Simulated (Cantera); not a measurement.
Charge: 1 mol Ta, 6.1 mol CO₂, 3 mol H₂, equilibrated at 1773.15 K and 1.33 mbar.

These are equilibrium values from Cantera (NASA tables, ideal gas, pure condensed phases), not measurements of a reactor. Candidate condensed phases: C, C₆H₆, C₇H₈, C₈H₁₈, H₂O, Ta, TaC, Ta₂O₅; 113 gas species. The numbers say what is thermodynamically allowed, not how fast it happens.

Base state: CO 0.473, H₂O 0.199, CO₂ 0.196, H₂ 0.129, H 0.00280, OH 0.000267 (mole fractions); condensed: Ta₂O₅(s).

Question: What changes in the equilibrium state with this change: temperature from 1773.15 K to 1325 K?

Answer: 
```json
[
 {"species": "CO", "before": "0.473", "after": "0.438"},
 {"species": "CO₂", "before": "0.196", "after": "0.232"},
 {"species": "H₂", "before": "0.129", "after": "0.166"},
 {"species": "H₂O", "before": "0.199", "after": "0.164"},
 {"species": "OH", "before": "0.000267", "after": "2.63e-7"},
 {"species": "H", "before": "0.00280", "after": "1.82e-5"},
 {"species": "Ta₂O₅(s), mol", "before": "0.500", "after": "0.500"}
]
```

Question: What changes in the equilibrium state with this change: CO₂ from 6.1 to 2.7 mol?

Answer: 
```json
[
 {"species": "H₂", "before": "0.129", "after": "0.494"},
 {"species": "CO", "before": "0.473", "after": "0.465"},
 {"species": "H₂O", "before": "0.199", "after": "0.0279"},
 {"species": "CO₂", "before": "0.196", "after": "0.00707"},
 {"species": "OH", "before": "0.000267", "after": "1.92e-5"},
 {"species": "H", "before": "0.00280", "after": "0.00548"},
 {"species": "Ta₂O₅(s), mol", "before": "0.500", "after": "0.500"}
]
```

Question: What changes in the equilibrium state with this change: temperature from 1773.15 K to 1975 K?

Answer: 
| species | before | after |
|---|---|---|
| CO | 0.473 | 0.479 |
| H₂O | 0.199 | 0.203 |
| CO₂ | 0.196 | 0.187 |
| H₂ | 0.129 | 0.116 |
| H | 0.00280 | 0.0128 |
| TaO₂ | 1.76e-7 | 1.55e-5 |
| O₂ | 3.10e-6 | 0.000131 |
| O | 4.54e-6 | 0.000172 |
| OH | 0.000267 | 0.00213 |
| Ta₂O₅(s), mol | 0.500 | 0.500 |
